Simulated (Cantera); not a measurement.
Carbothermic reduction: Fe2O3 + C + CO

Feed: 1 mol Fe2O3, a varied amount of C, 0.19 mol CO, held at 1200 °C and 59.0 Pa.

Cantera equilibrium calculation (NASA polynomials, part measured and part estimated; ideal gas, pure solids and liquids). Candidate condensed phases: C, Fe, Fe(CO)5, FeO, Fe2O3, Fe3O4; 15 gas species. Iron dissolves carbon and melts from about 1420 K in contact with it, which pure phases cannot show. Mutual solubility and eutectic melting of coexisting phases are not modelled. The tables' stoichiometric FeO is somewhat more stable than real wüstite, so its field is too wide. FeO: taken at fixed stoichiometry. Condensed phases not in the tables: cementite and carbon dissolved in iron. Rates play no part.

From 0.94 mol C to 2.4 mol C the condensed part is Fe(γ) + FeO(s). From 3.1 mol C to 3.9 mol C the condensed part is C(graphite) + Fe(γ). The main Fe-bearing gas is Fe throughout.

```
n(C) (mol)   x CO    x CO2      x Fe    x FeO      x O  n Fe(γ)  n FeO(s)  n C(graphite)
----------  -----  -------  --------  -------  -------  -------  --------  -------------
0.94        0.859    0.141  0.000142  2.04e-7  2.52e-9   0.0995      1.90              0
1.2         0.859    0.141  0.000142  2.04e-7  2.52e-9    0.396      1.60              0
1.5         0.859    0.141  0.000142  2.04e-7  2.52e-9    0.739      1.26              0
1.9         0.859    0.141  0.000142  2.04e-7  2.52e-9     1.20     0.805              0
2.4         0.859    0.141  0.000142  2.04e-7  2.52e-9     1.77     0.234              0
3.1         1.000  4.99e-7  0.000142   <1e-12   <1e-12     2.00         0          0.100
3.9         1.000  4.99e-7  0.000142   <1e-12   <1e-12     2.00         0          0.900
```
x: gas mole fraction; n: condensed amount in mol.
